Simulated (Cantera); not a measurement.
Input: 1 mol Si3N4, a varied amount of HCl, 0.51 mol H2, held at 0.173 Torr.

These are equilibrium values from Cantera (NASA tables, ideal gas, pure condensed phases), not measurements of a reactor. Candidate condensed phases: NH4Cl, Si, Si3N4; 28 gas species. Mutual solubility and eutectic melting of coexisting phases are not modelled. The tables' values for SiCl3 are old estimates. Rates play no part.

**Question.** What condenses at these points (T in K, n(HCl) in mol): (1448, 10); (1323, 16); (1473, 20); (1598, 10); (1523, 6.6); (1498, 6.6); (1373, 6.6)?

**Answer.** 
| T (K) | n(HCl) in mol | condensed phases | Si condensed (%) |
|---|---|---|---|
| 1448 | 10 | gas only | 0.0 |
| 1323 | 16 | gas only | 0.0 |
| 1473 | 20 | gas only | 0.0 |
| 1598 | 10 | gas only | 0.0 |
| 1523 | 6.6 | Si | 15.8 |
| 1498 | 6.6 | Si + Si3N4 | 16.1 |
| 1373 | 6.6 | Si3N4 | 37.9 |
